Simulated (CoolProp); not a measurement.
C2F6 (R116) along the isobar 136 bar: density (kg/m³) from the reference equation and from simpler models built on Tc = 19.9 °C, pc = 30.48 bar, ω = 0.257; each cubic takes its own stable root.

Model: reference Helmholtz-energy equation of state, Lemmon 2006, in CoolProp. It is a short technical equation, of lower accuracy than the large ones.

| T (°C) | phase | reference | van der Waals | Soave-Redlich-Kwong | Peng-Robinson |
|---|---|---|---|---|---|
| -46.15 | liquid | 1538 | 1058 | 1494 | 1679 |
| -35.05 | liquid | 1493 | 1039 | 1450 | (withheld) |
| -23.85 | liquid | 1446 | 1019 | 1403 | 1574 |
| -12.75 | liquid | (withheld) | (withheld) | 1353 | 1517 |
| -1.65 | liquid | 1348 | 978.5 | 1301 | 1456 |
| 9.55 | liquid | (withheld) | 957.3 | 1246 | 1392 |
| 20.65 | supercritical | 1242 | 935.9 | (withheld) | 1324 |
| 31.75 | supercritical | 1187 | 914.0 | (withheld) | 1254 |
| 42.95 | supercritical | 1128 | 891.4 | 1070 | 1182 |
| 54.05 | supercritical | 1069 | 868.7 | 1009 | 1110 |
| 65.15 | supercritical | 1010 | (withheld) | 948.6 | 1038 |
| 76.25 | supercritical | 950.4 | 822.1 | 889.8 | 968.8 |
| 87.45 | supercritical | 892.0 | 798.2 | 833.3 | 903.1 |
| 98.55 | supercritical | 836.6 | 774.3 | 781.2 | 843.1 |
| 109.65 | supercritical | 784.8 | 750.3 | 733.5 | 788.7 |

Question: Complete the blanks.

Answer: 
- -35.05, Peng-Robinson: 1628
- -12.75, reference: 1398
- -12.75, van der Waals: 999.1
- 9.55, reference: 1296
- 20.65, Soave-Redlich-Kwong: 1190
- 31.75, Soave-Redlich-Kwong: 1131
- 65.15, van der Waals: 845.6
